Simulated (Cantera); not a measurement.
Cantera run, input and output.

```python
import numpy as np
import cantera as ct

gas = ct.Solution("gri30.yaml")
gas.TPX = 1725, 140000, {'CH4': 1, 'N2': 170}
inlet = ct.Reservoir(gas, clone=True)

reactor = ct.IdealGasConstPressureReactor(gas, energy="off", clone=False)
exhaust = ct.Reservoir(gas, clone=True)
tau = [0.78, 0.46, 0.27, 0.16, 0.09, 0.053, 0.031, 0.018, 0.01, 0.0061, 0.0036][0]
for a, b in ((inlet, reactor), (reactor, exhaust)):
    ct.MassFlowController(a, b, mdot=lambda t: reactor.mass / tau)
net = ct.ReactorNet([reactor])
show = ['CH4', 'C2H', 'C2H2', 'H', 'H2', 'CH3']

rows = []
print(f"{'tau/s':>10s}{'T/K':>9s}" + "".join(f"{s:>11s}" for s in show))
for tau in [0.78, 0.46, 0.27, 0.16, 0.09, 0.053, 0.031, 0.018, 0.01, 0.0061, 0.0036]:
    net.initial_time = 0.0
    net.advance(30 * tau)
    before = gas.X
    net.advance(40 * tau)
    drift = np.max(np.abs(gas.X - before) / (gas.X + 1e-9))
    rows.append([gas.T, *gas[show].X, drift])
    print(f"{tau:10.3e}{gas.T:9.1f}" + "".join(f"{x:11.3e}" for x in gas[show].X))
```

Output:

```
     tau/s      T/K        CH4        C2H       C2H2          H         H2        CH3
 7.800e-01   1725.0  5.745e-04  2.799e-08  2.598e-03  1.344e-05  7.830e-03  1.965e-05
 4.600e-01   1725.0  7.377e-04  2.723e-08  2.514e-03  1.308e-05  7.580e-03  2.524e-05
 2.700e-01   1725.0  9.445e-04  2.626e-08  2.406e-03  1.263e-05  7.261e-03  3.235e-05
 1.600e-01   1725.0  1.196e-03  2.507e-08  2.272e-03  1.208e-05  6.872e-03  4.103e-05
 9.000e-02   1725.0  1.535e-03  2.346e-08  2.088e-03  1.136e-05  6.345e-03  5.282e-05
 5.300e-02   1725.0  1.908e-03  2.164e-08  1.882e-03  1.056e-05  5.760e-03  6.597e-05
 3.100e-02   1725.0  2.343e-03  1.946e-08  1.636e-03  9.617e-06  5.072e-03  8.154e-05
 1.800e-02   1725.0  2.835e-03  1.687e-08  1.350e-03  8.535e-06  4.287e-03  9.935e-05
 1.000e-02   1725.0  3.404e-03  1.363e-08  1.013e-03  7.228e-06  3.371e-03  1.199e-04
 6.100e-03   1725.0  3.897e-03  1.059e-08  7.223e-04  6.032e-06  2.580e-03  1.365e-04
 3.600e-03   1725.0  4.415e-03  7.209e-09  4.341e-04  4.681e-06  1.768e-03  1.504e-04
```

Cantera simulation using GRI-Mech 3.0 (53 species, 325 reactions); the numbers are that mechanism's predictions, not measurements. GRI-Mech 3.0 stops at C3 and has no aromatics, soot or wall deposition, so with more carbon than oxygen in the feed, carbon stays in small species such as C2H2 where larger ones or solid carbon would form.
